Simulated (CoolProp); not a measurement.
A single-stage vapour-compression cycle with R410A: evaporating at 295.15 K (dew point), condensing at 324.15 K (bubble point), superheat 10 K, subcooling 8 K, compressor efficiency 0.85, no pressure losses. Each further row changes one setting.

Values from CoolProp's reference Helmholtz-energy equation of state, Lemmon 2003. It is a pseudo-pure fit of the blend.

```csv
case,cooling COP,pressure ratio,discharge temperature (K),refrigerating effect (kJ/kg),volumetric capacity (kJ/m³)
as stated,7.03,2.06,348.6,168,9290
evaporating temperature 300.15 K,8.80,___,___,___,10800
condensing temperature 319.15 K,8.84,___,341.3,177,9790
subcooling 13 K,7.42,2.06,348.6,177,9810
superheat 20 K,6.99,2.06,___,___,9270
compressor efficiency 0.75,6.20,2.06,350.9,168,9290
```

Q: Fill in the missing entries.

A: 
- evaporating temperature 300.15 K, pressure ratio: 1.80
- evaporating temperature 300.15 K, discharge temperature (K): 346.0
- evaporating temperature 300.15 K, refrigerating effect (kJ/kg): 169
- condensing temperature 319.15 K, pressure ratio: 1.84
- superheat 20 K, discharge temperature (K): 358.8
- superheat 20 K, refrigerating effect (kJ/kg): 180
